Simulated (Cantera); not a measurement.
**Adiabatic ignition**

An adiabatic, constant-pressure homogeneous reactor starts with 17.1 % CO, 3.07 % H2, 16.8 % O2, 63.1 % N2, at 1750 K and 3750 Torr.

Model: GRI-Mech 3.0 (53 species, 325 reactions), integrated in Cantera. The hydrogen kinetics of GRI-Mech 3.0 are dated; newer H2 mechanisms differ, most at raised pressure.

```json
[
 {"t (s)": "3.00e-6", "T (K)": "1793", "x CO": "0.161", "x H2": "0.00749", "x O2": "0.145", "x CO2": "0.0103", "x NO": "8.47e-7", "x N2O": "2.20e-7", "x OH": "0.00656"},
 {"t (s)": "8.23e-6", "T (K)": "2163", "x CO": "0.0973", "x H2": "0.00244", "x O2": "0.103", "x CO2": "0.0779", "x NO": "4.85e-5", "x N2O": "1.47e-6", "x OH": "0.0102"},
 {"t (s)": "2.26e-5", "T (K)": "2549", "x CO": "0.0655", "x H2": "0.00187", "x O2": "0.0930", "x CO2": "0.115", "x NO": "0.000355", "x N2O": "1.79e-6", "x OH": "0.0118"},
 {"t (s)": "6.20e-5", "T (K)": "2784", "x CO": "0.0453", "x H2": "0.00119", "x O2": "0.0873", "x CO2": "0.138", "x NO": "0.00180", "x N2O": "2.15e-6", "x OH": "0.0106"},
 {"t (s)": "0.000170", "T (K)": "2833", "x CO": "0.0396", "x H2": "0.00103", "x O2": "0.0836", "x CO2": "0.145", "x NO": "0.00595", "x N2O": "2.24e-6", "x OH": "0.00997"},
 {"t (s)": "0.000468", "T (K)": "2825", "x CO": "0.0391", "x H2": "0.00102", "x O2": "0.0799", "x CO2": "0.145", "x NO": "0.0135", "x N2O": "2.30e-6", "x OH": "0.00967"},
 {"t (s)": "0.00128", "T (K)": "2818", "x CO": "0.0387", "x H2": "0.00102", "x O2": "0.0767", "x CO2": "0.146", "x NO": "0.0199", "x N2O": "2.41e-6", "x OH": "0.00942"},
 {"t (s)": "0.00352", "T (K)": "2816", "x CO": "0.0386", "x H2": "0.00102", "x O2": "0.0762", "x CO2": "0.146", "x NO": "0.0210", "x N2O": "2.43e-6", "x OH": "0.00937"},
 {"t (s)": "0.00967", "T (K)": "2816", "x CO": "0.0386", "x H2": "0.00102", "x O2": "0.0762", "x CO2": "0.146", "x NO": "0.0210", "x N2O": "2.43e-6", "x OH": "0.00937"},
 {"t (s)": "0.0265", "T (K)": "2816", "x CO": "0.0386", "x H2": "0.00102", "x O2": "0.0762", "x CO2": "0.146", "x NO": "0.0210", "x N2O": "2.43e-6", "x OH": "0.00937"},
 {"t (s)": "0.0729", "T (K)": "2816", "x CO": "0.0386", "x H2": "0.00102", "x O2": "0.0762", "x CO2": "0.146", "x NO": "0.0210", "x N2O": "2.43e-6", "x OH": "0.00937"},
 {"t (s)": "0.200", "T (K)": "2816", "x CO": "0.0386", "x H2": "0.00102", "x O2": "0.0762", "x CO2": "0.146", "x NO": "0.0210", "x N2O": "2.43e-6", "x OH": "0.00937"}
]
```
x: mole fraction; the columns are a selection and need not sum to one.

The time of steepest temperature rise is 3.25 µs, the temperature at 0.200 s comes out as 2816 K and the equilibrium temperature comes out as 2816 K. The x(CO) at 0.200 s is 0.0386 (gas-phase equilibrium 0.0386). The x(H2) at 0.200 s is 0.00102 (gas-phase equilibrium 0.00102). The x(O2) at 0.200 s is 0.0762 (gas-phase equilibrium 0.0762).
